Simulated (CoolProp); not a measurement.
A single-stage vapour-compression cycle with R21: evaporating at 308.15 K (dew point), condensing at 331.15 K (bubble point), superheat 0 K, subcooling 0 K, compressor efficiency 0.8, no pressure losses. Each further row changes one setting.

Model: reference Helmholtz-energy equation of state, Platzer 1990, in CoolProp. This equation is an older, rougher fit; its heat capacities, sound speeds and derivatives of the liquid may be far off and weren't checked against measurements.

```
case                              cooling COP  pressure ratio  discharge temperature (K)  refrigerating effect (kJ/kg)  volumetric capacity (kJ/m³)
--------------------------------  -----------  --------------  -------------------------  ----------------------------  ---------------------------
as stated                                9.90            1.95                      345.1                           199                         2170
evaporating temperature 313.15 K         13.0            1.67                      341.7                           202                         2540
condensing temperature 326.15 K          12.9            1.70                      337.4                           205                         2230
subcooling 5 K                           10.2            1.95                      345.1                           205                         2230
superheat 10 K                           9.83            1.95                      355.5                           206                         2160
compressor efficiency 0.7                8.67            1.95                      349.1                           199                         2170
```
